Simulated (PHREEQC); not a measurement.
LiOH is added in steps, without added water, to 1 kg of water holding 0.048 mol/kgw CaCl2, 1.3e-05 mol/kgw CO2 and 8.3e-05 mol/kgw KCl, at 31 °C. The system is closed to CO2. The run lets Calcite, Kalicinite, Portlandite, Sylvite precipitate or redissolve, and no other solid.

Base run: PHREEQC, Pitzer model, pitzer.dat. Each further column changes one thing. The table gives HCO3- (mol/kgw).

```csv
LiOH added (mol),base,"database phreeqc.dat, Debye-Hückel limiting law",database phreeqc.dat,"database phreeqc.dat, metal-ligand complexes left out",database wateq4f.dat
0,2.80e-6,3.15e-6,2.52e-6,(withheld),2.52e-6
7.125e-05,2.17e-6,5.27e-6,3.21e-6,(withheld),3.16e-6
0.0001187,1.10e-6,3.54e-6,1.67e-6,1.67e-6,1.64e-6
0.00019,6.27e-7,2.35e-6,9.56e-7,9.57e-7,9.42e-7
0.0002612,4.38e-7,(withheld),6.69e-7,(withheld),6.59e-7
0.0003087,3.65e-7,(withheld),5.58e-7,5.58e-7,5.49e-7
0.00038,2.92e-7,1.20e-6,4.46e-7,4.46e-7,4.39e-7
0.0004512,2.43e-7,1.00e-6,3.71e-7,3.72e-7,3.66e-7
0.0004987,2.19e-7,9.01e-7,3.34e-7,3.34e-7,3.29e-7
0.00057,1.90e-7,7.84e-7,2.91e-7,2.91e-7,2.86e-7
```

Problem. Complete the blanks.

Solution. 
- 0, database phreeqc.dat, metal-ligand complexes left out: 2.83e-6
- 7.125e-05, database phreeqc.dat, metal-ligand complexes left out: 3.25e-6
- 0.0002612, database phreeqc.dat, Debye-Hückel limiting law: 1.76e-6
- 0.0002612, database phreeqc.dat, metal-ligand complexes left out: 6.70e-7
- 0.0003087, database phreeqc.dat, Debye-Hückel limiting law: 1.50e-6

 pitzer.dat has no redox and few complexes: it carries them in its interaction parameters. phreeqc.dat and wateq4f.dat share most of their constants, so their agreement is no independent check. Solids allowed in the column 'database phreeqc.dat, Debye-Hückel limiting law': Aragonite, Sylvite. Solids allowed in the column 'database phreeqc.dat': Aragonite, Sylvite. Solids allowed in the column 'database phreeqc.dat, metal-ligand complexes left out': Aragonite, Sylvite. Solids allowed in the column 'database wateq4f.dat': Aragonite, Portlandite.
